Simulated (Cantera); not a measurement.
Input: 1 mol Si₂Cl₆, 23 mol NH₃, 1.2 mol N₂, at 3.80 mbar.

Method: chemical equilibrium by Gibbs-energy minimisation in Cantera with the NASA 1993 tables (ideal gas, pure condensed phases). Candidate condensed phases: NH₄Cl, Si, Si₃N₄; 28 gas species. The feed counts by its element totals alone. The tables' values for SiCl₃, SiCl are old estimates; treat these amounts as uncertain. Equilibrium is a limit: real reactors are often held back by kinetics, nucleation or transport. All values below are at 1623 K.

Base state: H₂ 0.656, N₂ 0.243, HCl 0.0793, SiCl₂ 0.0205, H 0.000908, SiCl₃ 0.000149, Cl 8.65e-5, SiCl 4.21e-5 (mole fractions); condensed: Si₃N₄(s).

Problem. What changes in the equilibrium state with this change: Si₂Cl₆ replaced by SiCl₄?

Solution. 
| species | before | after |
|---|---|---|
| H₂ | 0.656 | 0.675 |
| N₂ | 0.243 | 0.253 |
| HCl | 0.0793 | 0.0596 |
| SiCl₂ | 0.0205 | 0.0110 |
| SiCl₃ | 0.000149 | 5.88e-5 |
| SiCl | 4.21e-5 | 3.03e-5 |
| Si₃N₄(s), mol | 0.323 | 0.153 |
